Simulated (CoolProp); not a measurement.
Vapour-liquid equilibrium of R22 (1) + cyclohexane (2) at 54.05 °C; x and y are mole fractions of (1).

Values from CoolProp's multi-fluid Helmholtz-energy mixture model, Kamei 1995 and Zhou 2014; pair parameters Bell 2016.

```tsv
x	bubble pressure (kPa)	y at the bubble point	dew pressure at overall composition x (kPa)	liquid density (mol/L)
0.05	241.6	0.823	?	9.026
0.15	581.5	0.925	?	9.357
0.25	847.8	0.948	56.27	9.702
0.35	1054	0.959	65.00	10.06
0.45	?	0.965	76.93	10.42
0.55	1353	0.970	94.17	10.79
0.65	?	?	121.3	11.16
0.75	1620	0.979	170.5	11.53
0.85	?	0.985	286.5	11.87
0.95	?	0.994	?	12.17
```

### Question
Some entries are withheld; supply them.

### Answer

- 0.05, dew pressure at overall composition x (kPa): 44.32
- 0.15, dew pressure at overall composition x (kPa): 49.59
- 0.45, bubble pressure (kPa): 1216
- 0.65, bubble pressure (kPa): 1482
- 0.65, y at the bubble point: 0.974
- 0.85, bubble pressure (kPa): 1785
- 0.95, bubble pressure (kPa): 1998
- 0.95, dew pressure at overall composition x (kPa): 878.0

No azeotrope shows between x = 0.05 and 0.95.

The pair parameters rest on a limited set of measurements; away from them the model extrapolates. The gap from Raoult's law changes sign with composition, which may be real or a fault of the pair parameters; it wasn't checked against measurements. With so large a gap from Raoult's law the liquid may split in two, which this calculation doesn't test in full.
